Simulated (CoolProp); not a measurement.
Hexamethyldisiloxane (MM) along the isotherm 620 K: density (kg/m³) from the reference equation and from simpler models built on Tc = 518.7 K, pc = 1.931 MPa, ω = 0.418; each cubic takes its own stable root.

Computed with CoolProp (reference Helmholtz-energy equation of state, Thol 2016).

| p (MPa) | phase | reference |
|---|---|---|
| 0.00916 | gas | 0.2888 |
| 0.0134 | gas | 0.4226 |
| 0.0197 | gas | 0.6217 |
| 0.029 | gas | 0.9160 |
| 0.0425 | gas | 1.344 |
| 0.0624 | gas | 1.977 |
| 0.0916 | gas | 2.911 |
| 0.134 | gas | 4.276 |
| 0.197 | gas | 6.326 |
| 0.29 | gas | 9.399 |
| 0.425 | gas | 13.97 |
| 0.624 | gas | 20.93 |
| 0.916 | gas | 31.71 |
| 1.34 | gas | 48.62 |
| 1.97 | supercritical | 76.81 |
| 2.9 | supercritical | 125.9 |

Problem. How far does each simpler model (ideal gas, van der Waals, Redlich-Kwong, Soave-Redlich-Kwong, Peng-Robinson) lie from the reference over these 16 states: mean and median of the absolute difference, and the worst?

Solution. 
- ideal gas: mean 5.5 %, median 1.6 %, worst -27.4 % at 620 K and 2.9 MPa
- van der Waals: mean 1.5 %, median 0.1 %, worst +15.7 % at 620 K and 2.9 MPa
- Redlich-Kwong: mean 1.1 %, median 0.1 %, worst +9.2 % at 620 K and 2.9 MPa
- Soave-Redlich-Kwong: mean 0.6 %, median 0.2 %, worst -3.1 % at 620 K and 2.9 MPa
- Peng-Robinson: mean 0.3 %, median 0.1 %, worst +1.4 % at 620 K and 2.9 MPa
